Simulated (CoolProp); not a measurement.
A single-stage vapour-compression cycle with the fluid: evaporating at 266.15 K (dew point), condensing at 336.15 K (bubble point), superheat 10 K, subcooling 8 K, compressor efficiency 0.65, no pressure losses. The same conditions are run with several fluids, on thermodynamics alone (safety and materials aside).

Model: reference Helmholtz-energy equation of state of each fluid (cyclopentane: Gedanitz 2015; n-perfluorobutane: Gao 2022; ammonia: Gao 2020; R22: Kamei 1995; R1233zd(E): Akasaka 2022; R227EA: Lemmon 2016), in CoolProp.

| fluid | cooling COP | pressure ratio | discharge temperature (K) | refrigerating effect (kJ/kg) | volumetric capacity (kJ/m³) |
|---|---|---|---|---|---|
| cyclopentane | 2.09 | 15.5 | 392.8 | 326 | 101 |
| n-perfluorobutane | 1.25 | 9.39 | 336.1 | 36.4 | 323 |
| ammonia | 1.87 | 8.57 | 519.0 | 1010 | 2590 |
| R22 | 1.78 | 6.57 | 406.3 | 139 | 2250 |
| R1233zd(E) | 1.96 | 12.0 | 370.1 | 140 | 286 |
| R227EA | 1.52 | 8.47 | 342.4 | 62.1 | 727 |

The compression ends wet for: n-perfluorobutane.
